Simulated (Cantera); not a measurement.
Feed: 1 mol TiCl₄, 3.9 mol CH₄, 1.9 mol H₂, at 0.100 bar.

Equilibrium computed with Cantera from the NASA thermochemical tables; the gas is ideal and each condensed phase is pure. Candidate condensed phases: C, C₆H₆, C₇H₈, C₈H₁₈, Ti, TiC, TiCl₂, TiCl₃, TiCl₄; 96 gas species. TiC: taken at fixed stoichiometry. Equilibrium is a limit: real reactors are often held back by kinetics, nucleation or transport.

Q: What share of the Ti ends up in condensed phases as a function of T (K), at 1375, 1475, 1575, 1675, 1775, 1875, 1975, 2075, 2175?

A: 
```csv
T (K),Ti condensed (%),as
1375,82.6,TiC(s)
1475,89.0,TiC(s)
1575,92.6,TiC(s)
1675,94.7,TiC(s)
1775,96.0,TiC(s)
1875,96.8,TiC(s)
1975,97.2,TiC(s)
2075,97.4,TiC(s)
2175,97.5,TiC(s)
```
